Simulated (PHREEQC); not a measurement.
Na2CO3 is added in steps, without added water, to 1 kg of water holding 0.016 mol/kgw Pb(NO3)2, 9.8e-05 mol/kgw CuCl2 and 0.01 mol/kgw NaCl, at 76 °C. Oxygen alone is held at its pressure in air (log pO2 = -0.68). CO2 from the air is kept out. Only these solids could form: Cu(OH)2, Malachite, Atacamite, Cu2(OH)3NO3, Pb(OH)2, Cerrusite, Hydrocerrusite, Cotunnite, Laurionite, Halite, Nahcolite, Natron.

Base run: PHREEQC, ion-association model, wateq4f.dat. Each further column changes one thing. The table gives pH.

| Na2CO3 added (mol) | base | NaCl from 0.01 to 0.005 mol/kgw | 0.016 mol/kgw Na2CO3 added | CuCl2 from 9.8e-05 to 0.00098 mol/kgw |
|---|---|---|---|---|
| 0 | 4.50 | 4.47 | 5.48 | 4.51 |
| 0.00225 | 4.54 | 4.51 | 6.67 | 4.55 |
| 0.00675 | 4.63 | 4.59 | 7.15 | 4.64 |
| 0.009 | 4.69 | 4.66 | 7.27 | 4.70 |
| 0.01125 | 4.78 | 4.74 | 7.36 | 4.78 |
| 0.01575 | 5.34 | 5.31 | 7.56 | 5.11 |
| 0.018 | 6.62 | 6.63 | 7.95 | 6.35 |
| 0.02025 | 6.95 | 6.96 | 8.19 | 6.85 |
| 0.02475 | 7.26 | 7.27 | 8.46 | 7.22 |
| 0.027 | 7.36 | 7.36 | 8.55 | 7.32 |
| 0.02925 | 7.43 | 7.43 | 8.62 | 7.40 |
| 0.03375 | 7.91 | 7.93 | 8.73 | 7.68 |
| 0.036 | 8.17 | 8.19 | 8.77 | 8.02 |

At this temperature some constants are extrapolated from 25 °C, and those without enthalpy data are left unchanged. The database's constant for dissolved Cu(OH)2 is higher than later reviews accept. The database's Pb(OH)2 solid is less soluble than what usually precipitates.
